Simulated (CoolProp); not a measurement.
Vapour pressure (kPa) of tetrahydrofuran: the reference equation beside estimates from Tc = 267.0 °C, pc = 5304 kPa, ω = 0.234. Clausius-Clapeyron is anchored at 150.05 °C with a constant enthalpy of vaporisation of 24.73 kJ/mol.

Values from CoolProp's reference Helmholtz-energy equation of state, Fiedler 2023.

```tsv
T (°C)	reference	Lee-Kesler	Clausius-Clapeyron	van der Waals	Redlich-Kwong	Soave-Redlich-Kwong	Peng-Robinson
135.55	627.5	634.0	[?]	1563	865.0	634.8	[?]
142.75	729.1	737.8	746.1	1699	986.7	739.4	[?]
150.05	844.0	855.3	844.0	1844	1122	858.2	848.1
157.35	972.0	986.0	950.8	1998	1269	990.6	[?]
164.65	1114	1131	1067	2159	[?]	1138	1123
171.85	1268	1288	1191	2325	1601	1298	1281
179.15	1441	1464	1326	2502	1788	1477	1458
186.45	1630	1657	1472	2687	1990	1673	1652
193.75	1837	1867	1629	2881	2206	1888	1865
201.05	2063	2097	1797	3082	2438	2123	2097
```

Q: What belongs in the gaps?

A: 
- 135.55, Clausius-Clapeyron: 657.8
- 135.55, Peng-Robinson: 628.5
- 142.75, Peng-Robinson: 731.3
- 157.35, Peng-Robinson: 978.4
- 164.65, Redlich-Kwong: 1430

Absolute difference from the reference over all 10 rows, mean and median: Lee-Kesler 1.5 and 1.6 %, Clausius-Clapeyron 6.2 and 5.5 %, van der Waals 92.8 and 88.6 %, Redlich-Kwong 27.6 and 27.3 %, Soave-Redlich-Kwong 2.2 and 2.3 %, Peng-Robinson 0.9 and 0.9 %.
